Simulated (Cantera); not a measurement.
**Gas activation for diamond growth**

An isothermal, constant-pressure homogeneous reactor starts with 0.884 % CH4, 98.2 % H2, 0.923 % CO2, at 2500 K and 0.0263 atm.

Computed with Cantera and GRI-Mech 3.0 (53 species, 325 reactions). Radical loss at walls, strong at low pressure, is not modelled.

| t (s) | x CH4 | x H2 | x CO2 | x O2 | x O | x HCO |
|---|---|---|---|---|---|---|
| 0.000300 | 0.00789 | 0.975 | 0.00832 | 2.12e-11 | 1.65e-8 | 1.86e-8 |
| 0.00106 | 0.00580 | 0.958 | 0.00285 | 7.87e-10 | 3.27e-7 | 1.12e-7 |
| 0.00374 | 0.00140 | 0.942 | 1.41e-5 | 5.57e-9 | 1.53e-6 | 1.07e-7 |
| 0.0132 | 0.000238 | 0.930 | 1.30e-5 | 7.63e-9 | 2.51e-6 | 4.07e-8 |
| 0.0466 | 7.17e-5 | 0.911 | 8.34e-6 | 3.97e-9 | 2.66e-6 | 2.21e-8 |
| 0.164 | 6.50e-6 | 0.873 | 2.24e-6 | 5.46e-10 | 1.57e-6 | 1.08e-8 |
| 0.580 | 2.93e-8 | 0.843 | 1.09e-6 | 2.20e-10 | 1.31e-6 | 8.94e-9 |
| 2.05 | 6.89e-11 | 0.841 | 1.09e-6 | 2.25e-10 | 1.34e-6 | 8.87e-9 |
| 7.22 | 6.89e-11 | 0.841 | 1.09e-6 | 2.25e-10 | 1.34e-6 | 8.87e-9 |
| 25.5 | 6.89e-11 | 0.841 | 1.09e-6 | 2.25e-10 | 1.34e-6 | 8.87e-9 |
| 90.0 | 6.89e-11 | 0.841 | 1.09e-6 | 2.25e-10 | 1.34e-6 | 8.87e-9 |
x: mole fraction; the columns are a selection and need not sum to one.

Equilibrium at this temperature and pressure: CH4 7.28e-11, H2 0.841, CO2 1.09e-6, O2 2.25e-10, O 1.34e-6, HCO 8.87e-9 (gas phase only).
